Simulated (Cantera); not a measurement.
Input (Python, Cantera) and output of one run.

```python
import numpy as np
import cantera as ct

gas_names = """
    H HO2 H2 H2O H2O2 H2S H2SO4 O OH O2 O3 S SH SO SO2 SO3 S2 S2O S8
""".split()
cond_names = """
    H2O(s) H2O(L) H2SO4(L) S(cr1) S(cr2) S(L)
""".split()


# ... load() reads the species with a 1 bar reference pressure and builds the phases ...
atoms = {
    'H2S': {'H': 2, 'S': 1},
    'H2': {'H': 2},
    'H2O': {'H': 2, 'O': 1},
}
top_T = {}  # K; cautious upper limits of use, not melting points


# ... equilibrate(T, P, feed) seeds the gas with the atoms and calls Mixture.equilibrate('TP', solver="vcs", rtol=1e-11, max_steps=5000) ...
results = []
feed = {'H2S': 1, 'H2': 0.25, 'H2O': 9.2}  # mol
P = 1300000  # Pa
for T in [523, 723, 923, 1123, 1323, 1523, 1723, 1923, 2123, 2323, 2523]:
    mix = equilibrate(T, P, feed)
    results.append((T, P, feed, dict(zip(mix.species_names, mix.species_moles))))

top = {s: max(r[3][s] / sum(r[3][g] for g in gas_names) for r in results) for s in gas_names}
cols = sorted((s for s in top if top[s] > 0.001), key=lambda s: -top[s])[:6]
seen = [c for c in cond_names if any(r[3].get(c, 0) > 1e-12 for r in results)]
print("log10 of partial pressures in bar; condensed amounts in mol")
print(f"{'T/K':>10s}" + "".join(f"{s[:9]:>10s}" for s in cols + seen))
for T, P, feed, n in results:
    ng = sum(n[g] for g in gas_names)
    print(f"{T:10.4g}" + "".join(f"{np.log10(max(n[s] / ng * P / 1e5, 1e-99)):10.3f}" for s in cols)
          + "".join(f"{n.get(c, 0):10.4g}" for c in seen))
```

Result:

```
log10 of partial pressures in bar; condensed amounts in mol
       T/K       H2O        H2       H2S       SO2        SO        S2
       523     1.059    -0.507     0.095   -13.821   -19.759   -11.485
       723     1.059    -0.507     0.095    -7.864   -12.206    -6.634
       923     1.059    -0.507     0.095    -4.418    -7.881    -3.845
      1123     1.058    -0.467     0.087    -2.289    -5.162    -2.128
      1323     1.052    -0.269     0.040    -1.346    -3.641    -1.347
      1523     1.041    -0.054    -0.049    -0.912    -2.712    -1.014
      1723     1.027     0.112    -0.170    -0.643    -2.058    -0.868
      1923     1.010     0.235    -0.316    -0.460    -1.577    -0.834
      2123     0.993     0.324    -0.483    -0.335    -1.217    -0.883
      2323     0.976     0.388    -0.671    -0.253    -0.950    -1.003
      2523     0.961     0.430    -0.883    -0.207    -0.757    -1.189
```

Cantera equilibrium calculation (NASA polynomials, part measured and part estimated; ideal gas, pure solids and liquids). Gases not in the tables: S3 to S7.
